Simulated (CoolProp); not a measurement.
Vapour-liquid equilibrium of n-hexane (1) + ethylbenzene (2) at 0.0517 MPa; x and y are mole fractions of (1).

Model: multi-fluid Helmholtz-energy mixture model, Thol 2019 and Zhou 2012; pair parameters Bell 2016, in CoolProp.

```tsv
x	bubble temperature, mixture model (°C)	bubble temperature, Raoult's law (°C)	y, mixture model	y, Raoult's law
0.05	102.1	104.6	0.319	0.268
0.2	81.9	86.7	0.710	0.667
0.35	70.9	74.8	0.841	0.828
0.5	63.7	66.3	0.904	0.906
0.65	58.3	59.7	0.942	0.951
0.8	53.9	54.4	0.970	0.978
0.95	50.0	50.1	0.993	0.995
```

The largest gap from Raoult's law is -4.8 K in bubble temperature, at x = 0.2. No azeotrope shows between x = 0.05 and 0.95.

The pair parameters rest on a limited set of measurements; away from them the model extrapolates.
